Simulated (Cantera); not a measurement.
A closed system holds: 1 mol C₃H₆, 0.035 mol NH₃, at 1477 °C and 88.0 bar.

These are equilibrium values from Cantera (NASA tables, ideal gas, pure condensed phases), not measurements of a reactor. Candidate condensed phases: C, C₆H₆, C₇H₈, C₈H₁₈; 92 gas species. The ideal-gas law is rough above about 30 bar. Kinetics and transport are ignored.

Base state: H₂ 0.924, CH₄ 0.0687, N₂ 0.00581, HCN 0.000350, C₂H₄ 0.000289, NH₃ 0.000194, C₂H₂ (acetylene) 0.000106, C₂H₆ 4.02e-5 (mole fractions); condensed: C(graphite).

Problem. What changes in the equilibrium state with this change: NH₃ from 0.035 to 0.045 mol?

Solution. 
| species | before | after |
|---|---|---|
| H₂ | 0.924 | 0.923 |
| CH₄ | 0.0687 | 0.0685 |
| N₂ | 0.00581 | 0.00746 |
| HCN | 0.000350 | 0.000397 |
| HNC | 1.18e-5 | 1.34e-5 |
| NH₃ | 0.000194 | 0.000219 |
| CH₃CN | 9.37e-6 | 1.06e-5 |
| C(graphite), mol | 2.80 | 2.80 |
